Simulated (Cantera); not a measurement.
## Thermodynamics of fluorocarbon and chlorocarbon gases, feed CF₄ + F₂ + H₂ + CH₄

Feed: 1 mol CF₄, 0.98 mol F₂, 13 mol H₂, 0.41 mol CH₄, equilibrated at 20.0 Pa.

Method: chemical equilibrium by Gibbs-energy minimisation in Cantera with the NASA 1993 tables (ideal gas, pure condensed phases). Candidate condensed phases: C, C₆H₆, C₇H₈, C₈H₁₈; 110 gas species. Ions and electrons are included (thermal ionisation). Rates play no part.

From 2727 °C to 4727 °C nothing is condensed. The main C-bearing gas is C throughout.

| T (°C) | x H | x F | x HF | x C | x H₂ | x C₃ |
|---|---|---|---|---|---|---|
| 2727 | 0.771 | 0.0937 | 0.0936 | 0.0304 | 0.00477 | 0.00269 |
| 3227 | 0.788 | 0.166 | 0.00555 | 0.0401 | 0.000356 | 2.89e-6 |
| 3727 | 0.789 | 0.170 | 0.000436 | 0.0402 | 4.90e-5 | 9.11e-9 |
| 4227 | 0.789 | 0.170 | 5.86e-5 | 0.0401 | 1.04e-5 | 1.01e-10 |
| 4727 | 0.789 | 0.170 | 1.17e-5 | 0.0394 | 3.01e-6 | 2.66e-12 |
x: gas mole fraction; nothing condenses.
